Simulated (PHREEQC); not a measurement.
Dissolve 0.076 mol CuCl2, 1.3 mol HCl and 0.009 mol NaCl per kg of water at 20 °C. Closed to the air; pH follows from the charge balance.

The numbers come from PHREEQC with the ion-association model, phreeqc.dat.

Precipitation was switched off in this run.

Problem. Order these Cu species by the share of Cu that they hold, largest first: Cu+2, CuCl2, CuCl+.

Solution. Cu+2 (59 %), CuCl+ (34 %), CuCl2 (6.1 %)

The pH is 0.02 and the ionic strength 1.47 mol/kgw. Ionic strength above about 0.7 mol/kgw puts this run outside the model's range.
